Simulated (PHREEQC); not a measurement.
A column of 0.2 m (40 cells, dispersivity 0.01 m, 300 s a shift, diffusion coefficient 3e-10 m²/s) holds 0.035 eq of the database's cation exchanger X per kg of pore water, first in equilibrium with 0.0054 mol KCl, 0.098 mol (NH4)2SO4, 0.0046 mol KBr and 1e-05 mol HCl per kg of water. It is flushed with 14 mmol/kgw NH4Cl and 0.01 mmol/kgw HCl, at 40 °C. Values are for the last cell. The system is closed to CO2. No solid was allowed to form.

Computed with PHREEQC (ion-association model, phreeqc.dat).

Question: Predict S in solution (mol/kgw), Br in solution (mol/kgw), K in solution (mol/kgw) at pore volumes = 0, 1.012, 2.263, 5.513.

Answer: 
| pore volumes | S in solution (mol/kgw) | Br in solution (mol/kgw) | K in solution (mol/kgw) |
|---|---|---|---|
| 0 | 0.0980 | 0.00460 | 0.0100 |
| 1.012 | 0.0414 | 0.00194 | 0.00461 |
| 2.263 | 0.000217 | 1.02e-5 | 0.000661 |
| 5.513 | 1.64e-11 | 7.68e-13 | 0.000105 |

Away from 25 °C the constants follow the database's enthalpies or fits; those with neither stay at their 25 °C values.
